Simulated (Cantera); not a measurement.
A closed system holds: 1 mol TEOS, 2 mol O3, held at 1800 K and 1.33 mbar.

Equilibrium computed with Cantera from the NASA thermochemical tables; the gas is ideal and each condensed phase is pure. Candidate condensed phases: C, C6H6, C7H8, C8H18, H2O, Si, SiC, SiO2; 123 gas species. The feed counts by its element totals alone. The tables hold silica as quartz up to 1696 K and as liquid above; real silica turns to tridymite and cristobalite and melts near 1996 K. The numbers say what is thermodynamically allowed, not how fast it happens.

Base state: H2 0.506, CO 0.423, SiO 0.0319, H2O 0.0261, H 0.00698, CO2 0.00572, OH 2.38e-5 (mole fractions); condensed: SiO2(condensed).

**Question.** What changes in the equilibrium state with this change: pressure from 1.33 mbar to 7.90 mbar?

**Answer.** 
```json
[
 {"species": "H2", "before": "0.506", "after": "0.535"},
 {"species": "CO", "before": "0.423", "after": "0.435"},
 {"species": "SiO", "before": "0.0319", "after": "0.0134"},
 {"species": "H2O", "before": "0.0261", "after": "0.0111"},
 {"species": "OH", "before": "2.38e-5", "after": "4.02e-6"},
 {"species": "CO2", "before": "0.00572", "after": "0.00236"},
 {"species": "H", "before": "0.00698", "after": "0.00295"},
 {"species": "SiO2(condensed), mol", "before": "0.405", "after": "0.755"}
]
```
